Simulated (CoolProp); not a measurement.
Saturation properties of sulfur hexafluoride (Tc = 318.7 K, pc = 3.755 MPa, ω = 0.210).

Values from CoolProp's reference Helmholtz-energy equation of state, Guder 2009.

```tsv
T (K)	p (MPa)	vapour density (kg/m³)	liquid cp (kJ/(kg K))	liquid viscosity (µPa s)	vapour viscosity (µPa s)	liquid conductivity (mW/(m K))
238.9	0.4228	34.83	0.8864	(withheld)	12.8	72.3
246.6	0.5548	45.43	0.9136	288	13.2	70.1
254.2	0.7131	58.32	0.9431	255	13.6	67.8
261.8	0.9025	74.15	0.9765	224	14.1	65.4
269.5	1.130	93.89	1.016	197	14.7	62.9
277.1	1.394	118.0	1.065	172	15.2	60.4
284.7	1.701	148.1	1.129	151	16.0	57.8
292.4	2.060	187.1	1.224	130	16.9	55.0
300	2.468	238.4	1.380	111	18.2	(withheld)
307.6	2.937	312.3	1.729	91.9	20.3	(withheld)
```

Fill in the missing entries.


- 238.9, liquid viscosity (µPa s): 326
- 300, liquid conductivity (mW/(m K)): 52.1
- 307.6, liquid conductivity (mW/(m K)): 49.1

Viscosity comes from a separate model (Quiñones-Cisneros 2012). Thermal conductivity comes from a separate model (Assael 2012).
